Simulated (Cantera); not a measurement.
Cantera run, input and output.

```python
import numpy as np
import cantera as ct

gas = ct.Solution("gri30.yaml")
gas.TPX = 1150, 101325, {'N2O': 1}
inlet = ct.Reservoir(gas, clone=True)

reactor = ct.IdealGasConstPressureReactor(gas, energy="off", clone=False)
exhaust = ct.Reservoir(gas, clone=True)
tau = [3.3, 1.2, 0.45, 0.16, 0.06, 0.022, 0.0081, 0.003, 0.0011][0]
for a, b in ((inlet, reactor), (reactor, exhaust)):
    ct.MassFlowController(a, b, mdot=lambda t: reactor.mass / tau)
net = ct.ReactorNet([reactor])
show = ['N2O', 'N2', 'O', 'NO', 'NO2', 'O2']

rows = []
print(f"{'tau/s':>10s}{'T/K':>9s}" + "".join(f"{s:>11s}" for s in show))
for tau in [3.3, 1.2, 0.45, 0.16, 0.06, 0.022, 0.0081, 0.003, 0.0011]:
    net.initial_time = 0.0
    net.advance(30 * tau)
    before = gas.X
    net.advance(40 * tau)
    drift = np.max(np.abs(gas.X - before) / (gas.X + 1e-9))
    rows.append([gas.T, *gas[show].X, drift])
    print(f"{tau:10.3e}{gas.T:9.1f}" + "".join(f"{x:11.3e}" for x in gas[show].X))
```

Output:

```
     tau/s      T/K        N2O         N2          O         NO        NO2         O2
 3.300e+00   1150.0  5.159e-01  3.111e-01  5.618e-07  2.315e-02  2.882e-04  1.495e-01
 1.200e+00   1150.0  7.315e-01  1.719e-01  6.619e-07  1.407e-02  1.718e-04  8.231e-02
 4.500e-01   1150.0  8.748e-01  8.002e-02  7.188e-07  6.853e-03  8.041e-05  3.824e-02
 1.600e-01   1150.0  9.507e-01  3.147e-02  7.465e-07  2.753e-03  2.914e-05  1.503e-02
 6.000e-02   1150.0  9.808e-01  1.226e-02  7.569e-07  1.082e-03  9.154e-06  5.850e-03
 2.200e-02   1150.0  9.929e-01  4.559e-03  7.605e-07  4.048e-04  2.202e-06  2.176e-03
 8.100e-03   1150.0  9.974e-01  1.687e-03  7.613e-07  1.503e-04  4.155e-07  8.053e-04
 3.000e-03   1150.0  9.990e-01  6.256e-04  7.606e-07  5.579e-05  6.630e-08  2.984e-04
 1.100e-03   1150.0  9.996e-01  2.291e-04  7.577e-07  2.040e-05  9.426e-09  1.091e-04
```

Cantera simulation using GRI-Mech 3.0 (53 species, 325 reactions); the numbers are that mechanism's predictions, not measurements. GRI-Mech 3.0 was tuned for natural gas; its chemistry of N2O as a main component is partial and can be far from experiment. The mechanism lacks the step 2 NO + O2 → 2 NO2, which can matter for NO2 below about 1400 K. The temperature is held fixed by assumption; the heat of reaction is taken as removed at once.
